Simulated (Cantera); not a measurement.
What does this Cantera script print?

```python
import numpy as np
import cantera as ct

gas_names = """
    CL CL2 H HCL H2 N NH NH2 NH3 N2 N2H2 N2H4 Si SiCL SiCL2 SiCL3 SiCL4 SiH SiHCL3 SiH2 SiH2CL2 SiH3
    SiH3CL SiH4 SiN Si2 Si2N Si3
""".split()
cond_names = """
    NH4CL(a) NH4CL(b) Si(cr) Si(L) Si3N4(a)
""".split()


def load(file, names, dense=False):
    # The tables refer to 1 bar. Condensed volumes are neglected.
    table = {s.name: s for s in ct.Species.list_from_file(file)}
    out = []
    for n in names:
        d = dict(table[n].input_data)
        d["thermo"] = dict(d["thermo"], **{"reference-pressure": 1e5})
        if dense:
            d["equation-of-state"] = {"model": "constant-volume", "density": "1e6 g/cm^3"}
        out.append(ct.Species.from_dict(d))
    return out


gas = ct.Solution(thermo="ideal-gas", species=load("nasa_gas.yaml", gas_names))
cond = {s.name: ct.Solution(thermo="fixed-stoichiometry", species=[s], name=s.name)
        for s in load("nasa_condensed.yaml", cond_names, dense=True)}
atoms = {
    'SiH2Cl2': {'Si': 1, 'H': 2, 'CL': 2},
    'N2': {'N': 2},
}
top_T = {'Si3N4(a)': 2400}  # K; cautious upper limits of use, not melting points


def equilibrate(T, P, feed):
    n = {}
    for name, mol in feed.items():
        for a, k in atoms[name].items():
            n[a] = n.get(a, 0.0) + k * mol
    gas.TPX = T, P, n
    mass = sum(n.values()) * gas.mean_molecular_weight
    gas.equilibrate("TP")
    valid = [c for c in cond.values() if c.min_temp <= T <= top_T.get(c.name, c.max_temp)]
    mix = ct.Mixture([(gas, mass / gas.mean_molecular_weight)] + [(c, 0.0) for c in valid])
    mix.T, mix.P = T, P
    mix.equilibrate("TP", solver="vcs", rtol=1e-11, max_steps=5000)
    return mix


results = []
feed = {'SiH2Cl2': 1, 'N2': 4.8}  # mol
T = 925  # K
P = 100000  # Pa
mix = equilibrate(T, P, feed)
results.append((T, P, feed, dict(zip(mix.species_names, mix.species_moles))))
x = sorted(zip(gas.X, gas.species_names), reverse=True)
print(f"T = {T:g} K  P = {P:g} Pa  gas = {mix.phase_moles(0):.4g} mol")
print("   x: " + "  ".join(f"{s} {v:.3e}" for v, s in x if v > 0.001))
print("   condensed (mol): " + ("  ".join(f"{mix.phase(i).name} {mix.phase_moles(i):.4g}"
      for i in range(1, mix.n_phases) if mix.phase_moles(i) > 1e-12) or "none"))
```

Output:

```
T = 925 K  P = 100000 Pa  gas = 6.046 mol
   x: N2 7.125e-01  HCL 1.577e-01  H2 8.649e-02  SiCL4 4.322e-02
   condensed (mol): Si3N4(a) 0.2461
```

Equilibrium computed with Cantera from the NASA thermochemical tables; the gas is ideal and each condensed phase is pure. N2 is the only nitrogen source here; it is nearly inert below about 1500 K, so the nitride shown seldom forms there in practice.
